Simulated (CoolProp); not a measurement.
Vapour-liquid equilibrium of propane (1) + R236FA (2) at 1280 kPa; x and y are mole fractions of (1).

Values from CoolProp's multi-fluid Helmholtz-energy mixture model, Lemmon 2009 and Pan 2012; pair parameters Bell 2016.

Give the bubble temperature and the first vapour's composition at x = 0.5, 0.65, 0.8. Is there an azeotrope?

x = 0.5: 314.8 K, y = 0.714; x = 0.65: 312.0 K, y = 0.772; x = 0.8: 310.2 K, y = 0.839. y crosses x between x = 0.8 and 0.95: the model has an azeotrope there.

The pair parameters rest on a limited set of measurements; away from them the model extrapolates. With so large a gap from Raoult's law the liquid may split in two, which this calculation doesn't test in full.
